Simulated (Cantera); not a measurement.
A closed system holds: 1 mol Al(CH₃)₃, 3 mol N₂, a varied amount of H₂, held at 1723.15 K and 180 Torr.

Equilibrium computed with Cantera from the NASA thermochemical tables; the gas is ideal and each condensed phase is pure. Candidate condensed phases: Al, AlN, C, C₆H₆, C₇H₈, C₈H₁₈; 97 gas species. The feed counts by its element totals alone. Rates play no part.

Task: At 110 mol H₂, list the 7 most abundant gas species with their mole fractions, and the condensed phases.

Result: H₂ 0.978, N₂ 0.0211, HCN 0.000596, H 0.000369, CH₄ 0.000231, C₂H₂ (acetylene) 8.86e-5, HNC 1.89e-5. Condensed: AlN(s) + C(graphite).
